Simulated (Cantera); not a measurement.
Feed: 1 mol (CH3)2SiCl2, 0.29 mol C3H8, 340 mol H2, held at 1325 K and 0.190 bar.

Cantera equilibrium calculation (NASA polynomials, part measured and part estimated; ideal gas, pure solids and liquids). Candidate condensed phases: C, C6H6, C7H8, C8H18, Si, SiC; 109 gas species. The feed counts by its element totals alone. Kinetics and transport are ignored.

Base state: H2 0.993, HCl 0.00580, CH4 0.00126 (mole fractions); condensed: C(graphite) + SiC(s).

Task: What changes in the equilibrium state with this change: temperature from 1325 K to 2325 K?

Result: 
```
species            before     after
----------------  -------  --------
H2                  0.993     0.965
H                 3.74e-6    0.0248
HCl               0.00580   0.00557
C2H2 (acetylene)  8.45e-7   0.00333
Si                  <1e-9   0.00112
SiH                 <1e-9  0.000168
SiC2                <1e-9  0.000119
Si2C                <1e-9   9.81e-5
SiH2                <1e-9   9.16e-5
SiCl                <1e-9   2.13e-5
C(graphite), mol     1.44         0
SiC(s), mol         1.000     0.394
```
The tables' values for SiCl are old estimates; treat these amounts as uncertain. Gases not in the tables: Si2H6 and higher silanes.
